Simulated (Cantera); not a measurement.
A perfectly stirred reactor is fed with CH₄ : C₂H₆ : C₃H₈ : O₂ : N₂ : H₂O = 1 : 0.038 : 0.31 : 8.37 : 31.5 : 5.6 (molar parts), at 540000 Pa; it is adiabatic with a 723 K inlet, and is followed from long to short residence time, starting on the burning branch (τ in s: 0.14, 0.043, 0.013, 0.004, 0.0012, 0.00037, 0.00011, 3.4e-05, 1e-05, 3.1e-06).

Detailed kinetics in Cantera: GRI-Mech 3.0 (53 species, 325 reactions). GRI-Mech 3.0 was tuned for natural gas; its chemistry of propane as a main component is partial and can be far from experiment.

x: mole fraction; the columns are a selection and need not sum to one.

| τ (s) | T (K) | x CH₄ | x C₂H₆ | x C₃H₈ | x C₂H₄ | x CH₃ | x O₂ | x OH |
|---|---|---|---|---|---|---|---|---|
| 0.14 | 1589 | 5.63e-6 | ___ | 3.60e-7 | 1.54e-6 | 9.40e-7 | 0.0994 | 0.000190 |
| 0.043 | 1587 | 1.31e-5 | ___ | 9.33e-7 | 3.80e-6 | 2.35e-6 | 0.0995 | 0.000245 |
| 0.013 | 1583 | 3.10e-5 | ___ | 2.41e-6 | 9.38e-6 | 5.78e-6 | 0.0997 | 0.000317 |
| 0.0040 | 1573 | 7.75e-5 | ___ | 6.35e-6 | 2.36e-5 | 1.40e-5 | 0.100 | 0.000387 |
| 0.0012 | 1537 | 0.000277 | ___ | 2.24e-5 | 7.97e-5 | 3.94e-5 | 0.103 | 0.000346 |
| 0.00037 | 723 | 0.0214 | 0.000812 | 0.00662 | <1e-12 | <1e-12 | 0.179 | <1e-12 |
| 0.00011 | 723 | 0.0214 | 0.000812 | 0.00662 | <1e-12 | <1e-12 | 0.179 | <1e-12 |
| 3.4e-5 | 723 | 0.0214 | 0.000812 | 0.00662 | <1e-12 | <1e-12 | 0.179 | <1e-12 |
| 1.0e-5 | 723 | 0.0214 | 0.000812 | 0.00662 | <1e-12 | <1e-12 | 0.179 | <1e-12 |
| 3.1e-6 | 723 | 0.0214 | 0.000812 | 0.00662 | <1e-12 | <1e-12 | 0.179 | <1e-12 |

Problem. What belongs in the gaps?

Solution. 
- 0.14, x C₂H₆: 4.32e-8
- 0.043, x C₂H₆: 1.12e-7
- 0.013, x C₂H₆: 2.95e-7
- 0.0040, x C₂H₆: 8.27e-7
- 0.0012, x C₂H₆: 3.67e-6
